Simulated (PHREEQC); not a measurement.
## Buffer: an equilibrium model

Dissolve 0.0036 mol/kgw HF, 0.00021 mol/kgw NaF and 0.00092 mol/kgw NaCl at 85 °C. Closed to the air; pH follows from the charge balance.

Model: ion-association model, phreeqc.dat, run in PHREEQC.

```yaml
pH: 3.17
ionic_strength: 0.00184 mol/kgw
specific_conductance: 1090 µS/cm
total_alkalinity: -3.60 meq/kg
```

```tsv
species	molality	activity	log γ
HF	0.00288	0.00288	0.000
Na+	0.00113	0.00107	-0.023
Cl-	0.000920	0.000871	-0.024
F-	0.000910	0.000862	-0.024
H+	0.000711	0.000676	-0.022
HF2-	1.10e-5	1.05e-5	-0.023
NaF	5.31e-7	5.31e-7	0.000
```

This is a speciation only: nothing precipitates in the calculation. Away from 25 °C the constants follow the database's enthalpies or fits; those with neither stay at their 25 °C values.
